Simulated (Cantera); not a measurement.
# Si + O2 + H2 (thermal oxidation and active oxidation of silicon)

Charge: 1 mol Si, 0.0028 mol O2, 350 mol H2, held at 100 Torr.

Cantera equilibrium calculation (NASA polynomials, part measured and part estimated; ideal gas, pure solids and liquids). Candidate condensed phases: H2O, Si, SiO2; 18 gas species. Gases not in the tables: Si2H6 and higher silanes. The numbers say what is thermodynamically allowed, not how fast it happens.

| T (K) | log p H2 | log p H | log p Si | log p SiH2 | log p SiH | log p SiO | log p Si2 | log p Si3 | n Si(s) | n Si(l) |
|---|---|---|---|---|---|---|---|---|---|---|
| 1450 | -0.88 | -5.46 | -8.51 | -6.99 | -8.35 | -5.67 | -11.57 | -12.35 | 0.994 | 0 |
| 1550 | -0.88 | -4.94 | -7.48 | -6.43 | -7.50 | -5.67 | -10.22 | -10.92 | 0.993 | 0 |
| 1650 | -0.88 | -4.48 | -6.57 | -5.94 | -6.75 | -5.67 | -9.04 | -9.67 | 0.990 | 0 |
| 1750 | -0.88 | -4.07 | -5.82 | -5.56 | -6.14 | -5.67 | -8.11 | -8.72 | 0 | 0.981 |
| 1850 | -0.88 | -3.71 | -5.19 | -5.25 | -5.63 | -5.67 | -7.35 | -7.98 | 0 | 0.956 |
| 1950 | -0.88 | -3.38 | -4.62 | -4.98 | -5.18 | -5.67 | -6.66 | -7.32 | 0 | 0.885 |
| 2050 | -0.88 | -3.08 | -4.11 | -4.73 | -4.77 | -5.67 | -6.05 | -6.72 | 0 | 0.691 |
log p: log10 of the partial pressure in bar; n: condensed amount in mol.

From 1450 K to 1650 K the condensed part is Si(s). From 1750 K to 2050 K the condensed part is Si(l). The main Si-bearing gas is SiO at 1450 K and Si at 2050 K. The share of Si in condensed phases is highest at 1450 K (99.4 %) and lowest at 2050 K (69.1 %).
